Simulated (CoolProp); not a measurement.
Computed with CoolProp (reference Helmholtz-energy equation of state, Platzer 1990). This equation is an older, rougher fit.

For c-C4F8 (RC318), give the phase and the cp (kJ/(kg K)), isothermal compressibility (1/MPa) at 368.3 K and 1.9 bar.


- 368.3 K and 1.9 bar: gas; cp 0.894, isothermal compressibility 5.42
